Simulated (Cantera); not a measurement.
# Fluorocarbon and chlorocarbon gases: CH₃F + CH₄ + H₂

Charge: 1 mol CH₃F, 0.047 mol CH₄, 0.13 mol H₂, held at 3398 K and 10000 Pa.

Method: chemical equilibrium by Gibbs-energy minimisation in Cantera with the NASA 1993 tables (ideal gas, pure condensed phases). Candidate condensed phases: C, C₆H₆, C₇H₈, C₈H₁₈; 95 gas species. Equilibrium is a limit: real reactors are often held back by kinetics, nucleation or transport.

| Item | Value |
|---|---|
| x(H) | 0.481 |
| x(HF) | 0.276 |
| x(H₂) | 0.107 |
| x(C₃) | 0.0678 |
| x(C₂H) | 0.0152 |
| x(F) | 0.0145 |
| x(C₂H₂ (acetylene)) | 0.0119 |
| x(C) | 0.0115 |
| x(C₂) | 0.00924 |
| gas amount | 3.412 mol |
| log10 activity of C(graphite) (absent) | -0.09 |
